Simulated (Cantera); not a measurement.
An adiabatic, constant-volume homogeneous reactor starts with CH4 : CO : O2 : N2 : CO2 = 1 : 0.11 : 1.37 : 5.15 : 0.28 (molar parts), equivalence ratio 1.5, at 1775 K and 6.20 bar. Integrator tolerance rtol = 1e-08.

Cantera simulation using GRI-Mech 3.0 (53 species, 325 reactions); the numbers are that mechanism's predictions, not measurements. Above 3000 K some thermodynamic fits are extrapolated.

Q: What does this change do: initial temperature 1775 to 1575 K?

A: 
```tsv
quantity	before	after
time of steepest temperature rise	30.7 µs	0.167 ms
temperature at 0.100 s	3110 K	3025 K
equilibrium temperature	3110 K	3025 K
x(CH4) at 0.100 s	7.57e-12 (gas-phase equilibrium 8.95e-12)	9.74e-12 (gas-phase equilibrium 1.14e-11)
x(CO) at 0.100 s	0.115 (gas-phase equilibrium 0.115)	0.113 (gas-phase equilibrium 0.113)
x(O2) at 0.100 s	0.00286 (gas-phase equilibrium 0.00286)	0.00175 (gas-phase equilibrium 0.00175)
x(H2O2) at 0.100 s	5.97e-7 (gas-phase equilibrium 5.97e-7)	4.50e-7 (gas-phase equilibrium 4.50e-7)
x(N2O) at 0.100 s	9.34e-7 (gas-phase equilibrium 9.34e-7)	6.94e-7 (gas-phase equilibrium 6.94e-7)
x(H) at 0.100 s	0.0150 (gas-phase equilibrium 0.0150)	0.0110 (gas-phase equilibrium 0.0110)
x(C2H) at 0.100 s	<1e-12 (gas-phase equilibrium <1e-12)	<1e-12 (gas-phase equilibrium <1e-12)
```

Q: What does this change do: O2 1.37 to 1 parts?

A: 
```json
[
 {"quantity": "time of steepest temperature rise", "before": "30.7 µs", "after": "43.1 µs"},
 {"quantity": "temperature at 0.100 s", "before": "3110 K", "after": "2798 K"},
 {"quantity": "equilibrium temperature", "before": "3110 K", "after": "2798 K"},
 {"quantity": "x(CH4) at 0.100 s", "before": "7.57e-12 (gas-phase equilibrium 8.95e-12)", "after": "1.78e-10 (gas-phase equilibrium 2.00e-10)"},
 {"quantity": "x(CO) at 0.100 s", "before": "0.115 (gas-phase equilibrium 0.115)", "after": "0.139 (gas-phase equilibrium 0.139)"},
 {"quantity": "x(O2) at 0.100 s", "before": "0.00286 (gas-phase equilibrium 0.00286)", "after": "5.76e-5 (gas-phase equilibrium 5.76e-5)"},
 {"quantity": "x(H2O2) at 0.100 s", "before": "5.97e-7 (gas-phase equilibrium 5.97e-7)", "after": "3.88e-8 (gas-phase equilibrium 3.88e-8)"},
 {"quantity": "x(N2O) at 0.100 s", "before": "9.34e-7 (gas-phase equilibrium 9.34e-7)", "after": "8.67e-8 (gas-phase equilibrium 8.67e-8)"},
 {"quantity": "x(H) at 0.100 s", "before": "0.0150 (gas-phase equilibrium 0.0150)", "after": "0.00795 (gas-phase equilibrium 0.00795)"},
 {"quantity": "x(C2H) at 0.100 s", "before": "<1e-12 (gas-phase equilibrium <1e-12)", "after": "<1e-12 (gas-phase equilibrium <1e-12)"}
]
```
